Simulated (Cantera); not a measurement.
A closed system holds: 1 mol Cu, 1.3 mol NH₃, 11 mol N₂, held at 0.0100 bar.

Equilibrium computed with Cantera from the NASA thermochemical tables; the gas is ideal and each condensed phase is pure. Candidate condensed phases: Cu; 11 gas species. Equilibrium is a limit: real reactors are often held back by kinetics, nucleation or transport.

log p: log10 of the partial pressure in bar; n: condensed amount in mol.

```json
[
 {"T (K)": "1348", "log p N₂": "-2.07", "log p H₂": "-2.84", "log p Cu": "-6.33", "log p H": "-7.06", "n Cu(s)": "0.999", "n Cu(l)": "0"},
 {"T (K)": "1398", "log p N₂": "-2.07", "log p H₂": "-2.84", "log p Cu": "-5.89", "log p H": "-6.75", "n Cu(s)": "0", "n Cu(l)": "0.998"},
 {"T (K)": "1448", "log p N₂": "-2.07", "log p H₂": "-2.84", "log p Cu": "-5.48", "log p H": "-6.46", "n Cu(s)": "0", "n Cu(l)": "0.995"},
 {"T (K)": "1498", "log p N₂": "-2.07", "log p H₂": "-2.84", "log p Cu": "___", "log p H": "___", "n Cu(s)": "0", "n Cu(l)": "0.989"},
 {"T (K)": "1548", "log p N₂": "-2.07", "log p H₂": "-2.84", "log p Cu": "-4.75", "log p H": "-5.93", "n Cu(s)": "0", "n Cu(l)": "0.975"},
 {"T (K)": "1598", "log p N₂": "-2.07", "log p H₂": "-2.85", "log p Cu": "___", "log p H": "___", "n Cu(s)": "0", "n Cu(l)": "0.947"},
 {"T (K)": "1648", "log p N₂": "-2.07", "log p H₂": "-2.85", "log p Cu": "-4.10", "log p H": "-5.47", "n Cu(s)": "0", "n Cu(l)": "0.892"}
]
```

**Question.** Fill in the missing entries.

**Answer.** 
- 1498, log p Cu: -5.10
- 1498, log p H: -6.19
- 1598, log p Cu: -4.41
- 1598, log p H: -5.70
